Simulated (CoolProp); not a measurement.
Vapour-liquid equilibrium of R245fa (1) + n-pentane (2) at 39.95 °C; x and y are mole fractions of (1).

The numbers come from the multi-fluid Helmholtz-energy mixture model, Akasaka 2015 and Thol 2019; pair parameters Bell 2016 in CoolProp.

| x | bubble pressure (MPa) | y at the bubble point | dew pressure at overall composition x (MPa) | liquid density (mol/L) |
|---|---|---|---|---|
| 0.05 | 0.1738 | 0.351 | 0.1214 | 8.412 |
| 0.15 | 0.2401 | 0.554 | 0.1351 | 8.446 |
| 0.25 | 0.2690 | 0.618 | 0.1520 | 8.493 |
| 0.35 | 0.2812 | 0.646 | 0.1736 | 8.559 |
| 0.45 | 0.2867 | 0.661 | 0.2016 | 8.647 |
| 0.55 | 0.2898 | 0.675 | 0.2386 | 8.762 |
| 0.65 | 0.2919 | 0.692 | 0.2828 | 8.908 |
| 0.75 | 0.2920 | 0.723 | 0.2900 | 9.085 |
| 0.85 | 0.2867 | 0.779 | 0.2760 | 9.296 |
| 0.95 | 0.2685 | 0.895 | 0.2589 | 9.540 |

y crosses x between x = 0.65 and 0.75: the model has an azeotrope there.

Pair parameters are fitted to limited data, so mixtures are less certain than the pure fluids. With so large a gap from Raoult's law the liquid may split in two, which this calculation doesn't test in full.
